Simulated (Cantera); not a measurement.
What does this Cantera script print?

```python
import numpy as np
import cantera as ct

gas_names = """
    B BH BH2 BH3 BN B2 H H2 N NH NH2 NH3 N2 N2H2 N2H4
""".split()
cond_names = """
    B(b) B(L) BN(s)
""".split()


def load(file, names, dense=False):
    # The tables refer to 1 bar. Condensed volumes are neglected.
    table = {s.name: s for s in ct.Species.list_from_file(file)}
    out = []
    for n in names:
        d = dict(table[n].input_data)
        d["thermo"] = dict(d["thermo"], **{"reference-pressure": 1e5})
        if dense:
            d["equation-of-state"] = {"model": "constant-volume", "density": "1e6 g/cm^3"}
        out.append(ct.Species.from_dict(d))
    return out


gas = ct.Solution(thermo="ideal-gas", species=load("nasa_gas.yaml", gas_names))
cond = {s.name: ct.Solution(thermo="fixed-stoichiometry", species=[s], name=s.name)
        for s in load("nasa_condensed.yaml", cond_names, dense=True)}
atoms = {
    'borazine': {'B': 3, 'N': 3, 'H': 6},
    'NH3': {'N': 1, 'H': 3},
    'H2': {'H': 2},
}
top_T = {'BN(s)': 3200}  # K; cautious upper limits of use, not melting points


def equilibrate(T, P, feed):
    n = {}
    for name, mol in feed.items():
        for a, k in atoms[name].items():
            n[a] = n.get(a, 0.0) + k * mol
    gas.TPX = T, P, n
    mass = sum(n.values()) * gas.mean_molecular_weight
    gas.equilibrate("TP")
    valid = [c for c in cond.values() if c.min_temp <= T <= top_T.get(c.name, c.max_temp)]
    mix = ct.Mixture([(gas, mass / gas.mean_molecular_weight)] + [(c, 0.0) for c in valid])
    mix.T, mix.P = T, P
    mix.equilibrate("TP", solver="vcs", rtol=1e-11, max_steps=5000)
    return mix


results = []
feed = {'borazine': 1, 'NH3': 0.25, 'H2': 0.81}  # mol
T = 1650  # K
P = 36000  # Pa
mix = equilibrate(T, P, feed)
results.append((T, P, feed, dict(zip(mix.species_names, mix.species_moles))))
x = sorted(zip(gas.X, gas.species_names), reverse=True)
print(f"T = {T:g} K  P = {P:g} Pa  gas = {mix.phase_moles(0):.4g} mol")
print("   x: " + "  ".join(f"{s} {v:.3e}" for v, s in x if v > 0.001))
print("   condensed (mol): " + ("  ".join(f"{mix.phase(i).name} {mix.phase_moles(i):.4g}"
      for i in range(1, mix.n_phases) if mix.phase_moles(i) > 1e-12) or "none"))
```

Result:

```
T = 1650 K  P = 36000 Pa  gas = 4.31 mol
   x: H2 9.708e-01  N2 2.900e-02
   condensed (mol): BN(s) 3
```

These are equilibrium values from Cantera (NASA tables, ideal gas, pure condensed phases), not measurements of a reactor. The feed counts by its element totals alone.
